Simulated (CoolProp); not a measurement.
CH2F2 (R32) along the isobar 72.6 bar: Z from the reference equation and from simpler models built on Tc = 78.1 °C, pc = 57.83 bar, ω = 0.277; each cubic takes its own stable root.

Values from CoolProp's reference Helmholtz-energy equation of state, Tillner-Roth 1997.

```json
[
 {"T (°C)": "-117.05", "phase": "liquid", "reference": "(withheld)", "van der Waals": "0.4129", "Redlich-Kwong": "(withheld)", "Peng-Robinson": "0.2450"},
 {"T (°C)": "-100.85", "phase": "liquid", "reference": "0.1955", "van der Waals": "(withheld)", "Redlich-Kwong": "0.2595", "Peng-Robinson": "0.2264"},
 {"T (°C)": "-84.55", "phase": "liquid", "reference": "0.1840", "van der Waals": "(withheld)", "Redlich-Kwong": "0.2436", "Peng-Robinson": "0.2115"},
 {"T (°C)": "-68.35", "phase": "liquid", "reference": "0.1749", "van der Waals": "0.3372", "Redlich-Kwong": "0.2312", "Peng-Robinson": "0.1997"},
 {"T (°C)": "-52.05", "phase": "liquid", "reference": "0.1676", "van der Waals": "0.3208", "Redlich-Kwong": "0.2215", "Peng-Robinson": "0.1903"},
 {"T (°C)": "-35.75", "phase": "liquid", "reference": "0.1618", "van der Waals": "0.3077", "Redlich-Kwong": "0.2142", "Peng-Robinson": "0.1832"},
 {"T (°C)": "-19.55", "phase": "liquid", "reference": "0.1576", "van der Waals": "0.2975", "Redlich-Kwong": "0.2091", "Peng-Robinson": "0.1782"},
 {"T (°C)": "-3.25", "phase": "liquid", "reference": "0.1547", "van der Waals": "0.2899", "Redlich-Kwong": "0.2063", "Peng-Robinson": "0.1753"},
 {"T (°C)": "12.95", "phase": "liquid", "reference": "0.1534", "van der Waals": "0.2850", "Redlich-Kwong": "0.2059", "Peng-Robinson": "0.1746"},
 {"T (°C)": "29.25", "phase": "liquid", "reference": "0.1539", "van der Waals": "0.2832", "Redlich-Kwong": "0.2084", "Peng-Robinson": "0.1769"},
 {"T (°C)": "45.55", "phase": "liquid", "reference": "0.1569", "van der Waals": "0.2852", "Redlich-Kwong": "0.2152", "Peng-Robinson": "0.1836"},
 {"T (°C)": "61.75", "phase": "liquid", "reference": "0.1647", "van der Waals": "0.2931", "Redlich-Kwong": "0.2293", "Peng-Robinson": "0.1984"},
 {"T (°C)": "78.05", "phase": "liquid", "reference": "0.1867", "van der Waals": "0.3131", "Redlich-Kwong": "0.2621", "Peng-Robinson": "0.2368"},
 {"T (°C)": "94.25", "phase": "supercritical", "reference": "0.3910", "van der Waals": "0.3768", "Redlich-Kwong": "0.3987", "Peng-Robinson": "0.4261"},
 {"T (°C)": "110.55", "phase": "supercritical", "reference": "0.5644", "van der Waals": "0.5413", "Redlich-Kwong": "0.5679", "Peng-Robinson": "0.5824"},
 {"T (°C)": "126.85", "phase": "supercritical", "reference": "0.6543", "van der Waals": "0.6331", "Redlich-Kwong": "0.6534", "Peng-Robinson": "0.6674"}
]
```

Question: Some entries are withheld; supply them.

Answer: 
- -117.05, reference: 0.2097
- -117.05, Redlich-Kwong: 0.2795
- -100.85, van der Waals: 0.3821
- -84.55, van der Waals: 0.3572
